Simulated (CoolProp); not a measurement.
Properties of dimethyl carbonate along the isobar 0.0772 MPa (Tc = 283.9 °C, pc = 4.909 MPa, ω = 0.346).

The numbers come from the reference Helmholtz-energy equation of state, Zhou 2011 in CoolProp.

```csv
T (°C),phase,Z,Joule-Thomson coefficient (K/MPa),expansivity (1/kK)
159.45,gas,0.9877,13.51,2.405
173.45,gas,0.9889,12.24,2.320
187.35,gas,0.9900,11.15,2.242
201.35,gas,0.9909,10.21,2.170
215.25,gas,0.9917,9.386,2.102
229.25,gas,0.9924,8.665,2.039
243.15,gas,0.9931,8.035,1.980
257.15,gas,0.9936,7.474,1.925
271.05,gas,0.9941,6.980,1.873
285.05,gas,0.9946,6.536,1.823
298.95,gas,0.9950,6.141,1.777
312.95,gas,0.9954,5.783,1.732
326.85,gas,0.9957,5.461,1.690
```
